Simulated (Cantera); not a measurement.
Charge: 1 mol HI, 0.15 mol H2, held at 190 bar.

Cantera equilibrium calculation (NASA polynomials, part measured and part estimated; ideal gas, pure solids and liquids). Candidate condensed phases: I2; 5 gas species. The ideal-gas law is rough above about 30 bar. Kinetics and transport are ignored. All values below are at 450 °C.

Base state: HI 0.755, H2 0.188, I2 0.0573, I 2.82e-5 (mole fractions); condensed: gas only.

Task: What changes in the equilibrium state with this change: H2 from 0.15 to 10 mol?

Result: 
| species | before | after |
|---|---|---|
| H2 | 0.188 | 0.909 |
| HI | 0.755 | 0.0906 |
| I2 | 0.0573 | 0.000170 |
| I | 2.82e-5 | 1.54e-6 |
